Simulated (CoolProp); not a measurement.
Aqueous potassium carbonate as a coolant, at -5 °C, 1 atm.

The numbers come from the Melinder's fits for secondary coolants in CoolProp.

```json
[
 {"mass %": "17.4", "freezing point (°C)": "-7.2", "cp (kJ/(kg K))": "3.367", "conductivity (W/(m K))": "0.541", "Prandtl number": "18.7", "viscosity (mPa s)": "3.00"},
 {"mass %": "20.5", "freezing point (°C)": "-9.1", "cp (kJ/(kg K))": "(withheld)", "conductivity (W/(m K))": "0.538", "Prandtl number": "20.0", "viscosity (mPa s)": "3.30"},
 {"mass %": "23.6", "freezing point (°C)": "-11.5", "cp (kJ/(kg K))": "3.137", "conductivity (W/(m K))": "(withheld)", "Prandtl number": "21.7", "viscosity (mPa s)": "3.69"},
 {"mass %": "26.7", "freezing point (°C)": "-14.6", "cp (kJ/(kg K))": "3.027", "conductivity (W/(m K))": "0.531", "Prandtl number": "24.0", "viscosity (mPa s)": "4.22"},
 {"mass %": "29.8", "freezing point (°C)": "-18.3", "cp (kJ/(kg K))": "2.925", "conductivity (W/(m K))": "0.528", "Prandtl number": "27.2", "viscosity (mPa s)": "4.91"},
 {"mass %": "32.9", "freezing point (°C)": "-23.0", "cp (kJ/(kg K))": "2.834", "conductivity (W/(m K))": "0.525", "Prandtl number": "31.6", "viscosity (mPa s)": "5.86"},
 {"mass %": "36", "freezing point (°C)": "-28.6", "cp (kJ/(kg K))": "(withheld)", "conductivity (W/(m K))": "0.521", "Prandtl number": "37.7", "viscosity (mPa s)": "(withheld)"}
]
```

Question: Complete the blanks.

Answer: 
- 20.5, cp (kJ/(kg K)): 3.251
- 23.6, conductivity (W/(m K)): 0.535
- 36, cp (kJ/(kg K)): 2.755
- 36, viscosity (mPa s): 7.13
